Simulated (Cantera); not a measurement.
# Hydrocarbon pyrolysis for carbon deposition

A perfectly stirred reactor is fed with 13.9 % C2H4, 86.1 % H2, at 0.132 atm; it is held at 1425 K, and followed from long to short residence time.

Model: GRI-Mech 3.0 (53 species, 325 reactions), integrated in Cantera. GRI-Mech 3.0 was tuned for natural gas; its chemistry of ethylene as a main component is partial and can be far from experiment. GRI-Mech 3.0 stops at C3 and has no aromatics, soot or wall deposition, so with more carbon than oxygen in the feed, carbon stays in small species such as C2H2 where larger ones or solid carbon would form.

```json
[
 {"τ (s)": "0.92", "x C2H4": "0.0156", "x H2": "0.873", "x C2H6": "1.92e-5", "x C2H2": "0.106", "x H": "2.85e-5", "x CH3": "3.72e-6", "x CH4": "0.00559"},
 {"τ (s)": "0.56", "x C2H4": "0.0201", "x H2": "0.873", "x C2H6": "2.45e-5", "x C2H2": "0.103", "x H": "2.86e-5", "x CH3": "2.97e-6", "x CH4": "0.00439"},
 {"τ (s)": "0.34", "x C2H4": "0.0268", "x H2": "0.873", "x C2H6": "3.25e-5", "x C2H2": "0.0971", "x H": "2.85e-5", "x CH3": "2.44e-6", "x CH4": "0.00355"},
 {"τ (s)": "0.21", "x C2H4": "0.0360", "x H2": "0.872", "x C2H6": "4.34e-5", "x C2H2": "0.0892", "x H": "2.83e-5", "x CH3": "2.05e-6", "x CH4": "0.00292"},
 {"τ (s)": "0.13", "x C2H4": "0.0483", "x H2": "0.871", "x C2H6": "5.72e-5", "x C2H2": "0.0786", "x H": "2.80e-5", "x CH3": "1.73e-6", "x CH4": "0.00237"},
 {"τ (s)": "0.079", "x C2H4": "0.0638", "x H2": "0.869", "x C2H6": "7.39e-5", "x C2H2": "0.0652", "x H": "2.75e-5", "x CH3": "1.43e-6", "x CH4": "0.00185"},
 {"τ (s)": "0.048", "x C2H4": "0.0808", "x H2": "0.867", "x C2H6": "9.01e-5", "x C2H2": "0.0504", "x H": "2.68e-5", "x CH3": "1.14e-6", "x CH4": "0.00135"},
 {"τ (s)": "0.030", "x C2H4": "0.0963", "x H2": "0.866", "x C2H6": "0.000101", "x C2H2": "0.0369", "x H": "2.57e-5", "x CH3": "8.99e-7", "x CH4": "0.000940"},
 {"τ (s)": "0.018", "x C2H4": "0.111", "x H2": "0.864", "x C2H6": "0.000106", "x C2H2": "0.0242", "x H": "2.39e-5", "x CH3": "6.63e-7", "x CH4": "0.000573"},
 {"τ (s)": "0.011", "x C2H4": "0.122", "x H2": "0.863", "x C2H6": "9.80e-5", "x C2H2": "0.0147", "x H": "2.12e-5", "x CH3": "4.62e-7", "x CH4": "0.000313"},
 {"τ (s)": "0.0068", "x C2H4": "0.130", "x H2": "0.862", "x C2H6": "7.80e-5", "x C2H2": "0.00802", "x H": "1.70e-5", "x CH3": "2.87e-7", "x CH4": "0.000144"}
]
```
x: mole fraction; the columns are a selection and need not sum to one.
